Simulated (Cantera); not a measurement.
Input: 1 mol MgO, 0.62 mol CH₄, 0.14 mol CO, at 23.0 Pa.

Method: chemical equilibrium by Gibbs-energy minimisation in Cantera with the NASA 1993 tables (ideal gas, pure condensed phases). Candidate condensed phases: C, C₆H₆, C₇H₈, C₈H₁₈, H₂O, Mg, MgCO₃, MgO, Mg(OH)₂; 116 gas species. The tables' values for MgH are old estimates; treat these amounts as uncertain. The numbers say what is thermodynamically allowed, not how fast it happens.

x: gas mole fraction; n: condensed amount in mol.

```
T (K)   x H₂   x CO     x Mg       x H     x H₂O     x CO₂  n C(graphite)  n MgO(s)
-----  -----  -----  -------  --------  --------  --------  -------------  --------
1250   0.890  0.105  0.00489   3.01e-5   3.25e-7   2.46e-8          0.613     0.993
1325   0.738  0.173   0.0891   9.27e-5   2.11e-7   2.64e-8          0.470     0.850
1400   0.473  0.290    0.237  0.000221   5.42e-7   1.53e-7              0     0.380
1475   0.473  0.290    0.237  0.000588   4.52e-6   1.12e-6              0     0.380
1550   0.472  0.290    0.236   0.00143   3.05e-5   6.68e-6              0     0.380
1625   0.471  0.290    0.236   0.00319  0.000171   3.38e-5              0     0.379
1700   0.467  0.289    0.237       ___       ___       ___              0     0.377
1775   0.459  0.287    0.238    0.0129   0.00334  0.000562              0     0.370
1850   0.438  0.281    0.244       ___       ___       ___              0     0.344
1925   0.393  0.268    0.261    0.0395    0.0326   0.00517              0     0.273
```

Fill in the missing entries.


- 1850, x H: 0.0235
- 1850, x H₂O: 0.0116
- 1850, x CO₂: 0.00185
- 1700, x H: 0.00664
- 1700, x H₂O: 0.000817
- 1700, x CO₂: 0.000148
